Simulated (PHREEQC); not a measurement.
Solution (12 °C): 7 mmol/kgw HF and 0.72 mmol/kgw NaF. Closed to the air; pH follows from the charge balance.

The numbers come from PHREEQC with the ion-association model, phreeqc.dat.

Each row changes one thing in this solution. This is a speciation only: nothing precipitates in the calculation.

```
case                                         pH  ionic strength (mol/kgw)  HF (mol/kgw)  F- (mol/kgw)  HF2- (mol/kgw)  NaF (mol/kgw)
-----------------------------------------  ----  ------------------------  ------------  ------------  --------------  -------------
as made                                    2.75                   0.00259       0.00509       0.00254         4.39e-5        9.42e-7
NaF from 0.00072 to 0.000144 mol/kgw       2.70                   0.00222           ___       0.00218         3.62e-5        1.63e-7
NaF from 0.00072 to 0.00036 mol/kgw        2.72                       ___       0.00497       0.00231         3.90e-5        4.31e-7
0.0012 mol/kgw CaSO4 added                 2.76                   0.00691       0.00499       0.00264         4.47e-5        9.16e-7
diluted 100-fold with water                4.19                   7.18e-5       5.43e-6       7.18e-5         1.32e-9       2.92e-10
HF left out                                 ___                  0.000720       3.67e-8      0.000720        8.97e-11        2.81e-7
HF replaced by NaBF4 at the same molality   ___                       ___       0.00261       0.00259         2.30e-5        9.48e-6
```

Fill in the missing entries.


- NaF from 0.00072 to 0.000144 mol/kgw, HF (mol/kgw): 0.00489
- NaF from 0.00072 to 0.00036 mol/kgw, ionic strength (mol/kgw): 0.00235
- HF left out, pH: 7.36
- HF replaced by NaBF4 at the same molality, pH: 3.03
- HF replaced by NaBF4 at the same molality, ionic strength (mol/kgw): 0.00872

Some of these states are supersaturated (in Fluorite, for instance). Away from 25 °C the constants follow the database's enthalpies or fits; those with neither stay at their 25 °C values.
